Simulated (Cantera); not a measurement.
## PbO + H2 + N2 (hydrogen reduction and annealing atmospheres)

Feed: 1 mol PbO, 1.6 mol H2, 4.4 mol N2, held at 1448 K and 650 Pa.

These are equilibrium values from Cantera (NASA tables, ideal gas, pure condensed phases), not measurements of a reactor. Candidate condensed phases: H2O, Pb, PbO, PbO2, Pb3O4; 27 gas species. Kinetics and transport are ignored.

The x(N2) is 0.629 and the x(H2O) comes out as 0.143. The x(Pb) is 0.143, the x(H2) comes out as 0.0858 and the x(PbO) comes out as 6.37e-5. The x(H) is 3.35e-5. The x(Pb2) is 2.70e-6. The x(OH) comes out as 1.33e-6 and the gas amount comes out as 7.000 mol. The log10 activity of Pb(l) (absent) is -1.20.
